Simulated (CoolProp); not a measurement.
Properties of sulfur hexafluoride along the isobar 174 bar (Tc = 45.6 °C, pc = 37.55 bar, ω = 0.210).

The numbers come from the reference Helmholtz-energy equation of state, Guder 2009 in CoolProp.

```json
[
 {"T (°C)": "-32.15", "phase": "liquid", "Z": "0.6863", "speed of sound (m/s)": "585.9", "Joule-Thomson coefficient (K/MPa)": "-0.3024", "isothermal compressibility (1/MPa)": "0.002336", "conductivity (mW/(m K))": "81.6", "fugacity coefficient": "0.04673"},
 {"T (°C)": "-4.75", "phase": "liquid", "Z": "0.6574", "speed of sound (m/s)": "493.8", "Joule-Thomson coefficient (K/MPa)": "-0.2091", "isothermal compressibility (1/MPa)": "0.003466", "conductivity (mW/(m K))": "75.8", "fugacity coefficient": "0.09887"},
 {"T (°C)": "22.55", "phase": "liquid", "Z": "0.6426", "speed of sound (m/s)": "412.4", "Joule-Thomson coefficient (K/MPa)": "-0.08664", "isothermal compressibility (1/MPa)": "0.005322", "conductivity (mW/(m K))": "70.0", "fugacity coefficient": "0.1734"},
 {"T (°C)": "49.95", "phase": "supercritical", "Z": "0.6420", "speed of sound (m/s)": "341.0", "Joule-Thomson coefficient (K/MPa)": "0.08544", "isothermal compressibility (1/MPa)": "0.008487", "conductivity (mW/(m K))": "64.6", "fugacity coefficient": "0.2663"},
 {"T (°C)": "77.25", "phase": "supercritical", "Z": "0.6569", "speed of sound (m/s)": "282.1", "Joule-Thomson coefficient (K/MPa)": "0.3246", "isothermal compressibility (1/MPa)": "0.01377", "conductivity (mW/(m K))": "59.9", "fugacity coefficient": "0.3687"},
 {"T (°C)": "104.65", "phase": "supercritical", "Z": "0.6888", "speed of sound (m/s)": "238.1", "Joule-Thomson coefficient (K/MPa)": "0.6258", "isothermal compressibility (1/MPa)": "0.02173", "conductivity (mW/(m K))": "55.9", "fugacity coefficient": "0.4724"},
 {"T (°C)": "131.95", "phase": "supercritical", "Z": "0.7353", "speed of sound (m/s)": "210.6", "Joule-Thomson coefficient (K/MPa)": "0.9191", "isothermal compressibility (1/MPa)": "0.03106", "conductivity (mW/(m K))": "52.5", "fugacity coefficient": "0.5692"},
 {"T (°C)": "159.25", "phase": "supercritical", "Z": "0.7890", "speed of sound (m/s)": "197.1", "Joule-Thomson coefficient (K/MPa)": "1.114", "isothermal compressibility (1/MPa)": "0.03906", "conductivity (mW/(m K))": "49.8", "fugacity coefficient": "0.6550"},
 {"T (°C)": "186.65", "phase": "supercritical", "Z": "0.8417", "speed of sound (m/s)": "192.8", "Joule-Thomson coefficient (K/MPa)": "1.183", "isothermal compressibility (1/MPa)": "0.04435", "conductivity (mW/(m K))": "47.9", "fugacity coefficient": "0.7287"},
 {"T (°C)": "213.95", "phase": "supercritical", "Z": "0.8882", "speed of sound (m/s)": "193.6", "Joule-Thomson coefficient (K/MPa)": "1.163", "isothermal compressibility (1/MPa)": "0.04735", "conductivity (mW/(m K))": "46.3", "fugacity coefficient": "0.7906"},
 {"T (°C)": "241.35", "phase": "supercritical", "Z": "0.9277", "speed of sound (m/s)": "197.0", "Joule-Thomson coefficient (K/MPa)": "1.095", "isothermal compressibility (1/MPa)": "0.04897", "conductivity (mW/(m K))": "46.9", "fugacity coefficient": "0.8425"}
]
```

Thermal conductivity comes from a separate model (Assael 2012).
